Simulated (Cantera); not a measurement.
Input: 1 mol N2O, 0.35 mol H2, 0.14 mol O2, equilibrated at 101000 Pa.

Method: chemical equilibrium by Gibbs-energy minimisation in Cantera with the NASA 1993 tables (ideal gas, pure condensed phases). Candidate condensed phases: H2O; 47 gas species. Ions and electrons are included (thermal ionisation). The numbers say what is thermodynamically allowed, not how fast it happens. All values below are at 4000 K.

Base state: N2 0.360, O 0.312, H 0.186, O2 0.0446, OH 0.0412, NO 0.0367, H2 0.0138, H2O 0.00522 (mole fractions); condensed: gas only.

What changes in the equilibrium state with this change: 1.4 mol NH3 added?


```tsv
species	before	after
H	0.186	0.479
N2	0.360	0.246
O	0.312	0.115
O2	0.0446	0.00602
H2	0.0138	0.0913
NO	0.0367	0.0112
H2O	0.00522	0.0127
OH	0.0412	0.0390
HO2	1.20e-5	4.16e-6
NH	1.74e-5	3.70e-5
N	0.00106	0.000874
```

What changes in the equilibrium state with this change: H2 from 0.35 to 1.3 mol?


| species | before | after |
|---|---|---|
| H | 0.186 | 0.409 |
| N2 | 0.360 | 0.232 |
| O | 0.312 | 0.188 |
| H2 | 0.0138 | 0.0666 |
| H2O | 0.00522 | 0.0152 |
| O2 | 0.0446 | 0.0162 |
| NO | 0.0367 | 0.0178 |
| OH | 0.0412 | 0.0546 |
| NH | 1.74e-5 | 3.06e-5 |
| HO2 | 1.20e-5 | 9.59e-6 |
| N | 0.00106 | 0.000849 |
